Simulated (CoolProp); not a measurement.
Vapour pressure (bar) of oxygen: the reference equation beside estimates from Tc = -118.6 °C, pc = 50.46 bar, ω = 0.022.

Computed with CoolProp (reference Helmholtz-energy equation of state, Schmidt 1985).

```csv
T (°C),reference,van der Waals,Redlich-Kwong,Peng-Robinson
-158.85,7.228,[?],6.885,7.258
-156.45,8.398,14.71,8.088,8.433
-154.05,9.699,16.21,9.431,9.741
-151.55,11.20,17.88,10.99,11.25
-149.15,12.80,19.58,[?],12.86
-146.75,[?],21.38,14.46,14.62
-144.35,16.47,23.28,16.45,16.56
-141.95,18.56,[?],18.62,18.67
-139.55,20.83,27.38,20.97,20.96
-137.15,23.30,29.60,23.51,23.45
-134.75,25.98,31.91,26.26,[?]
-132.25,28.99,34.44,29.33,29.18
-129.85,[?],36.99,32.50,32.33
```

Fill in the missing entries.


- -158.85, van der Waals: 13.29
- -149.15, Redlich-Kwong: 12.64
- -146.75, reference: 14.55
- -141.95, van der Waals: 25.28
- -134.75, Peng-Robinson: 26.15
- -129.85, reference: 32.12

Absolute difference from the reference over all 13 rows, mean and median: van der Waals 44.5 and 41.3 %, Redlich-Kwong 1.6 and 1.2 %, Peng-Robinson 0.5 and 0.5 %.
